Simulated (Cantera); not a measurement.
A closed system holds: 1 mol HMDSO, 23 mol O2, 2.7 mol N2, 0.11 mol NO, equilibrated at 0.000580 bar.

Cantera equilibrium calculation (NASA polynomials, part measured and part estimated; ideal gas, pure solids and liquids). Candidate condensed phases: C, C6H6, C7H8, C8H18, H2O, Si, SiC, SiO2, Si2N2O, Si3N4; 151 gas species. The feed counts by its element totals alone. The tables hold silica as quartz up to 1696 K and as liquid above; real silica turns to tridymite and cristobalite and melts near 1996 K. Rates play no part.

Problem. At 950 °C, list the 4 most abundant gas species with their mole fractions, and the condensed phases.

Solution. O2 0.384, H2O 0.312, CO2 0.208, N2 0.0956. Condensed: SiO2(β-quartz).
